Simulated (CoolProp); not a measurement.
CH3F (R41) at 293.15 K and 5.93 MPa is throttled through a valve to 0.968 MPa with no heat exchange. Each further row changes one setting.

The numbers come from the reference Helmholtz-energy equation of state, Lemmon 2006 in CoolProp. It is a short technical equation, of lower accuracy than the large ones.

```json
[
 {"case": "as stated", "temperature change (K)": "-45.0", "final phase": "two-phase, vapour fraction 0.280", "final density (kg/m³)": "64.7"},
 {"case": "outlet pressure 0.29 MPa", "temperature change (K)": "-76.9", "final phase": "two-phase, vapour fraction 0.398", "final density (kg/m³)": "14.9"},
 {"case": "outlet pressure 1.26 MPa", "temperature change (K)": "-36.7", "final phase": "two-phase, vapour fraction 0.243", "final density (kg/m³)": "94.1"}
]
```
